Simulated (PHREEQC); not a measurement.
Solution (55 °C): 12 mmol/kgw HF, 0.038 mmol/kgw (CH3)4NF and 2.7e-05 mmol/kgw H4SiO4. Closed to the air; pH follows from the charge balance.

The numbers come from PHREEQC with the ion-association model, phreeqc.dat.

```json
{
  "pH": "2.71",
  "ionic_strength": "0.00209 mol/kgw",
  "total_alkalinity": "-12.0 meq/kg"
}
```

```tsv
species	molality	activity	log γ
HF	0.00986	0.00986	0.000
H+	0.00205	0.00196	-0.022
F-	0.00201	0.00190	-0.023
HF2-	8.66e-5	8.21e-5	-0.023
(CH3)4N+	3.80e-5	3.60e-5	-0.023
SiF6-2	2.68e-8	2.16e-8	-0.092
```

This is a speciation only: nothing precipitates in the calculation. (CH3)4N+ isn't in the database: it is added as a free cation with an ion size of 4 Å. Constants without temperature data keep their 25 °C values here. SiF6-2 is the database's only silicon fluoride.
